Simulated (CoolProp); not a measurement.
Vapour-liquid equilibrium of dimethyl ether (1) + R236EA (2) at 754 kPa; x and y are mole fractions of (1).

The numbers come from the multi-fluid Helmholtz-energy mixture model, Wu 2011 and Rui 2013; pair parameters Bell 2016 in CoolProp.

Question: Give the bubble temperature and the first vapour's composition at x = 0.2, 0.35, 0.95. Is there an azeotrope?

Answer: x = 0.2: 340.3 K, y = 0.233; x = 0.35: 337.6 K, y = 0.438; x = 0.95: 309.0 K, y = 0.992. No azeotrope shows between x = 0.05 and 0.95.

Pair parameters are fitted to limited data, so mixtures are less certain than the pure fluids.
